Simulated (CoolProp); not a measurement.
Vapour-liquid equilibrium of R125 (1) + R236FA (2) at 441 kPa; x and y are mole fractions of (1).

Values from CoolProp's multi-fluid Helmholtz-energy mixture model, Lemmon 2005 and Pan 2012; pair parameters Bell 2016.

| x | bubble temperature (K) | y at the bubble point | dew temperature at overall composition x (K) | liquid density (mol/L) |
|---|---|---|---|---|
| 0.05 | 308.6 | 0.163 | 312.0 | 8.760 |
| 0.15 | 299.9 | 0.413 | 309.0 | 9.093 |
| 0.25 | 292.5 | 0.586 | 305.8 | 9.408 |
| 0.35 | 286.1 | 0.707 | 302.3 | 9.707 |
| 0.45 | 280.7 | 0.793 | 298.4 | 9.994 |
| 0.55 | 275.9 | 0.856 | 294.1 | 10.27 |
| 0.65 | 271.8 | 0.903 | 289.2 | 10.54 |
| 0.75 | 268.2 | 0.940 | 283.5 | 10.81 |
| 0.85 | 264.9 | 0.968 | 276.4 | 11.07 |
| 0.95 | 261.9 | 0.990 | 267.0 | 11.33 |

No azeotrope shows between x = 0.05 and 0.95.

Pair parameters are fitted to limited data, so mixtures are less certain than the pure fluids.
